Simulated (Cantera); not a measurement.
Input (Python, Cantera):

```python
import numpy as np
import cantera as ct

surf = ct.Interface("ptcombust.yaml", "Pt_surf")
gas = surf.adjacent["gas"]
gas.TPX = 825, 87000, {'CO': 0.019, 'O2': 0.018, 'N2': 0.79, 'H2O': 0.089}
surf.TP = 825, 87000
reactor = ct.FlowReactor(gas, clone=False)
reactor.area = 0.0001  # m2
reactor.surface_area_to_volume_ratio = 230  # 1/m
reactor.mass_flow_rate = 0.62 * reactor.area * gas.density  # inlet velocity 0.62 m/s
reactor.energy_enabled = False
wall = ct.ReactorSurface(surf, reactor, clone=False)
net = ct.ReactorNet([reactor])
net.rtol, net.atol = 1e-8, 1e-16
show, cover = ['CO', 'O2', 'H2O', 'CO2'], ['PT(S)', 'H(S)', 'O(S)', 'OH(S)', 'CO(S)', 'C(S)']

rows = []
print(f"{'z/m':>9s}{'u/(m/s)':>9s}" + "".join(f"{s:>13s}" for s in show + cover))
for z in [0.00071, 0.0014, 0.0026, 0.0051, 0.0099, 0.019, 0.037, 0.071]:
    net.advance(z)
    rows.append([reactor.speed, *gas[show].X, *surf[cover].coverages])
    print(f"{z:9.4g}{rows[-1][0]:9.3g}" + "".join(f"{x:13.4e}" for x in rows[-1][1:]))
```

It prints:

```
      z/m  u/(m/s)           CO           O2          H2O          CO2        PT(S)         H(S)         O(S)        OH(S)        CO(S)         C(S)
  0.00071    0.619   1.7972e-02   1.8279e-02   9.7298e-02   2.7992e-03   1.8410e-01   4.2625e-06   2.8044e-03   6.2019e-04   8.1242e-01   3.0563e-10
   0.0014    0.618   1.5079e-02   1.6846e-02   9.7440e-02   5.7227e-03   1.9956e-01   4.5809e-06   3.0974e-03   6.7911e-04   7.9659e-01   2.9412e-10
   0.0026    0.616   9.1818e-03   1.3925e-02   9.7729e-02   1.1682e-02   2.5004e-01   5.4611e-06   4.2994e-03   8.9692e-04   7.4468e-01   2.4818e-10
   0.0051    0.614   2.3535e-05   9.3884e-03   9.8179e-02   2.0936e-02   1.1702e-01   1.2291e-07   8.7415e-01   8.7693e-03   2.4689e-05   1.8940e-17
   0.0099    0.614   1.0187e-08   9.3767e-03   9.8180e-02   2.0960e-02   1.1544e-01   1.2031e-07   8.7581e-01   8.7182e-03   1.0382e-08   7.8421e-21
    0.019    0.614   4.3929e-15   9.3767e-03   9.8180e-02   2.0960e-02   1.1544e-01   1.2031e-07   8.7581e-01   8.7182e-03   4.4767e-15   3.3820e-27
    0.037    0.614  -8.3533e-17   9.3767e-03   9.8180e-02   2.0960e-02   1.1544e-01   1.2031e-07   8.7581e-01   8.7182e-03  -1.7440e-18  -8.3716e-31
    0.071    0.614  -8.5504e-18   9.3767e-03   9.8180e-02   2.0960e-02   1.1544e-01   1.2031e-07   8.7581e-01   8.7182e-03   5.2253e-18   4.3472e-30
```

Computed with Cantera and Deutschmann's 1995 Pt surface mechanism with GRI-Mech 3.0 gas chemistry. Catalytic surfaces can have several steady states; this one follows from the mechanism file's or the stated starting coverage. Mass transfer to the wall is taken as infinitely fast.
